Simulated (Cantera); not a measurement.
Input: 1 mol B, 1.3 mol Cl₂, 1 mol O₂, held at 1325 K and 8300 Pa.

Cantera equilibrium calculation (NASA polynomials, part measured and part estimated; ideal gas, pure solids and liquids). Candidate condensed phases: B, B₂O₃; 18 gas species. The tables' values for BOCl are old estimates; treat these amounts as uncertain. Kinetics and transport are ignored.

Base state: Cl₂ 0.795, O₂ 0.157, Cl 0.0478, ClO 0.000172, BOCl 4.06e-5, BCl₃ 1.83e-5 (mole fractions); condensed: B₂O₃(l).

### Question
What changes in the equilibrium state with this change: pressure from 8300 Pa to 240000 Pa?

### Answer
```tsv
species	before	after
Cl₂	0.795	0.830
O₂	0.157	0.160
Cl	0.0478	0.00908
BCl₃	1.83e-5	8.30e-6
BOCl	4.06e-5	3.31e-6
ClO	0.000172	0.000178
B₂O₃(l), mol	0.500	0.500
```
